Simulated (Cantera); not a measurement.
A perfectly stirred reactor is fed with NO : N2 = 1 : 0.32 (molar parts), at 100.0 Torr; it is held at 2000 K, and followed from long to short residence time.

Computed with Cantera and GRI-Mech 3.0 (53 species, 325 reactions).

```tsv
quantity	before	after
x(NO) at τ = 5.50 s	0.238	0.130
x(O) at τ = 5.50 s	0.000952	0.000466
x(O2) at τ = 5.50 s	0.259	0.313
x(N2) at τ = 5.50 s	0.502	0.556
x(N2O) at τ = 5.50 s	1.90e-5	7.06e-6
x(NO) at τ = 37.0 ms	0.748	0.721
x(O) at τ = 37.0 ms	0.000264	0.000151
x(O2) at τ = 37.0 ms	0.00424	0.0179
x(N2) at τ = 37.0 ms	0.247	0.261
x(N2O) at τ = 37.0 ms	0.000221	0.000231
```

Q: Name the change that produced these shifts.
A) pressure from 100.0 Torr to 12.0 Torr
B) N2 0.32 to 0.18 parts
C) temperature 2000 to 2075 K
D) pressure from 100.0 Torr to 495 Torr

A: D, pressure from 100.0 Torr to 495 Torr
